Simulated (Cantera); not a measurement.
Charge: 1 mol Si3H8, 1.2 mol HCl, 64 mol N2, equilibrated at 1523 K and 0.100 bar.

Method: chemical equilibrium by Gibbs-energy minimisation in Cantera with the NASA 1993 tables (ideal gas, pure condensed phases). Candidate condensed phases: NH4Cl, Si, Si3N4; 28 gas species. The feed counts by its element totals alone. Equilibrium is a limit: real reactors are often held back by kinetics, nucleation or transport.

Base state: N2 0.923, H2 0.0597, HCl 0.0175, SiCl2 0.000145, H 1.79e-5 (mole fractions); condensed: Si3N4(s).

What changes in the equilibrium state with this change: HCl from 1.2 to 4.1 mol?


```
species          before     after
-------------  --------  --------
N2                0.923     0.885
H2               0.0597    0.0590
HCl              0.0175    0.0544
SiCl2          0.000145   0.00146
SiCl4           1.04e-6  0.000101
SiCl3           7.10e-6  0.000222
SiHCl3          3.96e-7   1.23e-5
Cl              4.21e-6   1.31e-5
Si3N4(s), mol     0.997     0.958
```
The tables' values for SiCl3 are old estimates; treat these amounts as uncertain.
